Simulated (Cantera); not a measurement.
**Halide evaporation, hydrolysis and transport: CaCl₂ + H₂**

Charge: 1 mol CaCl₂, 33 mol H₂, at 10000 Pa.

Cantera equilibrium calculation (NASA polynomials, part measured and part estimated; ideal gas, pure solids and liquids). Candidate condensed phases: Ca, CaCl₂; 9 gas species. The numbers say what is thermodynamically allowed, not how fast it happens.

From 575 °C to 675 °C the condensed part is CaCl₂(s). From 775 °C to 1175 °C the condensed part is CaCl₂(l). From 1275 °C to 1875 °C nothing is condensed.

```tsv
T (°C)	x H₂	x CaCl₂	x H	x HCl	x CaCl	n CaCl₂(s)	n CaCl₂(l)
575	1.00	2.54e-10	6.02e-11	3.18e-11	1.25e-12	1.00	0
675	1.00	2.79e-8	1.66e-9	1.54e-9	1.59e-10	1.000	0
775	1.000	1.21e-6	2.44e-8	3.57e-8	7.63e-9	0	1.000
875	1.000	1.99e-5	2.27e-7	4.40e-7	1.48e-7	0	0.999
975	1.000	0.000202	1.48e-6	3.66e-6	1.69e-6	0	0.993
1075	0.999	0.00141	7.31e-6	2.25e-5	1.29e-5	0	0.953
1175	0.992	0.00735	2.90e-5	0.000108	7.21e-5	0	0.753
1275	0.970	0.0290	9.59e-5	0.000412	0.000305	0	0
1375	0.970	0.0287	0.000277	0.000789	0.000546	0	0
1475	0.969	0.0282	0.000711	0.00141	0.000905	0	0
1575	0.967	0.0275	0.00165	0.00234	0.00140	0	0
1675	0.963	0.0264	0.00351	0.00370	0.00206	0	0
1775	0.958	0.0250	0.00693	0.00553	0.00286	0	0
1875	0.950	0.0232	0.0128	0.00790	0.00378	0	0
```
x: gas mole fraction; n: condensed amount in mol.
